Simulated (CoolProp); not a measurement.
C3F8 (R218) at several states: fugacity coefficient from the reference equation and from simpler models built on Tc = 345.0 K, pc = 26.40 bar, ω = 0.317; each cubic takes its own stable root.

Values from CoolProp's reference Helmholtz-energy equation of state, Lemmon 2006. It is a short technical equation, of lower accuracy than the large ones.

```tsv
T (K)	p (bar)	phase	reference
419	0.307	gas	0.9981
170.5	34.6	liquid	0.0004524
161.9	70.3	liquid	0.0001188
```

Q: How far does each simpler model (van der Waals, Redlich-Kwong, Soave-Redlich-Kwong, Peng-Robinson) lie from the reference over these 3 states: mean and median of the absolute difference, and the worst?

A: 
- van der Waals: mean 6184.4 %, median 6060.5 %, worst +12492.6 % at 161.9 K and 70.3 bar
- Redlich-Kwong: mean 240.0 %, median 321.5 %, worst +398.5 % at 161.9 K and 70.3 bar
- Soave-Redlich-Kwong: mean 1.2 %, median 0.7 %, worst +2.9 % at 161.9 K and 70.3 bar
- Peng-Robinson: mean 5.2 %, median 7.0 %, worst +8.5 % at 161.9 K and 70.3 bar
